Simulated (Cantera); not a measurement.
## Dilute partial oxidation

An isothermal, constant-pressure homogeneous reactor starts with CH3OH : O2 : N2 = 0.0095 : 0.0065 : 1 (molar parts), at 1525 K and 1.00 bar.

Model: GRI-Mech 3.0 (53 species, 325 reactions), integrated in Cantera. GRI-Mech 3.0 was tuned for natural gas; its chemistry of methanol as a main component is partial and can be far from experiment.

```json
[
 {"t (s)": "2.00e-5", "x CH3OH": "0.00931", "x O2": "0.00639", "x HCN": "5.04e-11", "x H2O": "1.02e-5", "x H2": "2.63e-5"},
 {"t (s)": "5.70e-5", "x CH3OH": "0.00918", "x O2": "0.00635", "x HCN": "2.33e-10", "x H2O": "3.65e-5", "x H2": "0.000118"},
 {"t (s)": "0.000162", "x CH3OH": "0.00831", "x O2": "0.00616", "x HCN": "1.38e-9", "x H2O": "0.000247", "x H2": "0.000807"},
 {"t (s)": "0.000462", "x CH3OH": "0.00160", "x O2": "0.00456", "x HCN": "9.49e-9", "x H2O": "0.00326", "x H2": "0.00981"},
 {"t (s)": "0.00132", "x CH3OH": "<1e-12", "x O2": "7.57e-5", "x HCN": "1.23e-8", "x H2O": "0.00961", "x H2": "0.00658"},
 {"t (s)": "0.00375", "x CH3OH": "<1e-12", "x O2": "7.91e-6", "x HCN": "3.74e-9", "x H2O": "0.00962", "x H2": "0.00789"},
 {"t (s)": "0.0107", "x CH3OH": "<1e-12", "x O2": "9.28e-7", "x HCN": "2.37e-9", "x H2O": "0.00978", "x H2": "0.00834"},
 {"t (s)": "0.0304", "x CH3OH": "<1e-12", "x O2": "1.10e-7", "x HCN": "1.95e-9", "x H2O": "0.00984", "x H2": "0.00851"},
 {"t (s)": "0.0866", "x CH3OH": "<1e-12", "x O2": "1.30e-8", "x HCN": "1.76e-9", "x H2O": "0.00986", "x H2": "0.00857"},
 {"t (s)": "0.247", "x CH3OH": "<1e-12", "x O2": "1.54e-9", "x HCN": "1.72e-9", "x H2O": "0.00987", "x H2": "0.00859"},
 {"t (s)": "0.702", "x CH3OH": "<1e-12", "x O2": "1.89e-10", "x HCN": "1.98e-9", "x H2O": "0.00987", "x H2": "0.00859"},
 {"t (s)": "2.00", "x CH3OH": "<1e-12", "x O2": "3.02e-11", "x HCN": "2.78e-9", "x H2O": "0.00988", "x H2": "0.00860"}
]
```
x: mole fraction; the columns are a selection and need not sum to one.

Equilibrium at this temperature and pressure: CH3OH <1e-12, O2 9.24e-12, HCN 1.29e-9, H2O 0.00988, H2 0.00860 (gas phase only).
